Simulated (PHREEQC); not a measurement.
Dissolve 0.089 mol HF, 0.044 mol NH4F, 0.0094 mol (NH4)2SiF6 and 0.0072 mol HCl per kg of water at 25 °C. Closed to the air; pH follows from the charge balance.

Equilibrium calculation in PHREEQC: ion-association model, wateq4f.dat.

Each row changes one thing in this solution. This is a speciation only: nothing precipitates in the calculation.

| case | pH | ionic strength (mol/kgw) | HF (mol/kgw) | F- (mol/kgw) | H2F2 (mol/kgw) | HF2- (mol/kgw) | SI of Quartz (SiO2) |
|---|---|---|---|---|---|---|---|
| as made | 2.75 | 0.0743 | 0.0643 | 0.0311 | 0.0110 | 0.00781 | -7.95 |
| (NH4)2SiF6 from 0.0094 to 0.0141 mol/kgw | 2.74 | 0.0885 | 0.0642 | 0.0312 | 0.0110 | 0.00784 | -7.78 |
| HCl from 0.0072 to 0.072 mol/kgw | 1.58 | 0.104 | 0.0873 | 0.00298 | 0.0203 | 0.00102 | -6.47 |
| temperature from 25 to 75 °C | 3.02 | 0.0733 | 0.0803 | 0.0280 | 0.00241 | 0.00993 | -5.47 |
| HF from 0.089 to 0.0089 mol/kgw | 3.50 | 0.0726 | 0.0130 | 0.0354 | 0.000449 | 0.00180 | -5.28 |
| diluted 2-fold with water | 2.78 | 0.0380 | 0.0366 | 0.0178 | 0.00352 | 0.00252 | -6.73 |

wateq4f.dat counts part of the HF as a dimer, H2F2, which phreeqc.dat doesn't know; its constant is uncertain. Away from 25 °C the constants follow the database's enthalpies or fits; those with neither stay at their 25 °C values. SiF6-2 is the database's only silicon fluoride.
